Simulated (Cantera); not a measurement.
An adiabatic, constant-volume homogeneous reactor starts with 2.22 % CH4, 0.310 % H2, 7.09 % O2, 86.2 % N2, 4.21 % H2O, equivalence ratio 0.65, at 1725 K and 750 Torr.

Cantera simulation using GRI-Mech 3.0 (53 species, 325 reactions); the numbers are that mechanism's predictions, not measurements.

Predict: time of steepest temperature rise; temperature at 1.00 s; equilibrium temperature; x(H2) at 1.00 s; x(O2) at 1.00 s.


| Property | Value |
|---|---|
| time of steepest temperature rise | 0.273 ms |
| temperature at 1.00 s | 2292 K |
| equilibrium temperature | 2292 K |
| x(H2) at 1.00 s | 0.000998 (gas-phase equilibrium 0.000998) |
| x(O2) at 1.00 s | 0.0224 (gas-phase equilibrium 0.0224) |
